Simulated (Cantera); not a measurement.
## Thermal oxidation and active oxidation of silicon: Si + N2O + H2 + H2O

Input: 1 mol Si, 0.2 mol N2O, 3.2 mol H2, 0.065 mol H2O, held at 0.100 bar.

Method: chemical equilibrium by Gibbs-energy minimisation in Cantera with the NASA 1993 tables (ideal gas, pure condensed phases). Candidate condensed phases: H2O, Si, SiO2, Si2N2O, Si3N4; 35 gas species. Mutual solubility and eutectic melting of coexisting phases are not modelled. The tables hold silica as quartz up to 1696 K and as liquid above; real silica turns to tridymite and cristobalite and melts near 1996 K. Gases not in the tables: Si2H6 and higher silanes. Rates play no part.

| T (K) | log p H2 | log p SiO | log p N2 | log p H | n Si(s) | n SiO2(β-quartz) | n Si2N2O(s) | n Si(l) |
|---|---|---|---|---|---|---|---|---|
| 1500 | -1.00 | -3.29 | -7.10 | -5.26 | 0.559 | 0.0240 | 0.200 | 0 |
| 1550 | -1.01 | -2.90 | -6.56 | -5.00 | 0.547 | 0.0118 | 0.200 | 0 |
| 1600 | -1.01 | -2.71 | -5.89 | -4.77 | 0.535 | 0 | 0.200 | 0 |
| 1650 | -1.01 | -2.71 | -5.08 | -4.55 | 0.535 | 0 | 0.200 | 0 |
| 1700 | -1.01 | -2.70 | -4.32 | -4.34 | 0 | 0 | 0.198 | 0.537 |
| 1750 | -1.01 | -2.66 | -3.60 | -4.14 | 0 | 0 | 0.192 | 0.543 |
| 1800 | -1.02 | -2.54 | -3.00 | -3.95 | 0 | 0 | 0.166 | 0.569 |
| 1850 | -1.04 | -2.32 | -2.54 | -3.79 | 0 | 0 | 0.0974 | 0.637 |
| 1900 | -1.06 | -2.15 | -2.27 | -3.63 | 0 | 0 | 0 | 0.734 |
| 1950 | -1.06 | -2.15 | -2.27 | -3.47 | 0 | 0 | 0 | 0.734 |
| 2000 | -1.06 | -2.15 | -2.27 | -3.32 | 0 | 0 | 0 | 0.733 |
log p: log10 of the partial pressure in bar; n: condensed amount in mol.

From 1500 K to 1550 K the condensed part is Si(s) + SiO2(β-quartz) + Si2N2O(s). From 1600 K to 1650 K the condensed part is Si(s) + Si2N2O(s). From 1700 K to 1850 K the condensed part is Si(l) + Si2N2O(s). From 1900 K to 2000 K the condensed part is Si(l). The main Si-bearing gas is SiO throughout. The share of Si in condensed phases is highest at 1500 K (98.3 %) and lowest at 2000 K (73.3 %).
